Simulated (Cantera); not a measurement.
A freely propagating, adiabatic, planar premixed flame of 7.32 % CO, 3.07 % H2, 7.25 % CH4, 17.3 % O2, 65.1 % N2, unburnt at 425 K and 10.0 bar; mixture-averaged transport, grid criteria slope 0.08 and curve 0.16, no radiation.

Computed with Cantera and GRI-Mech 3.0 (53 species, 325 reactions). Burning velocities carry a grid error of a few per cent, more on coarse grids.

### Question
Predict: laminar burning velocity; thermal thickness; peak x(C2H4); peak x(CH3); peak x(CH2).

### Answer
laminar burning velocity: 42.5 cm/s
thermal thickness: 0.0582 mm
peak x(C2H4): 0.000384
peak x(CH3): 0.00137
peak x(CH2): 3.20e-5
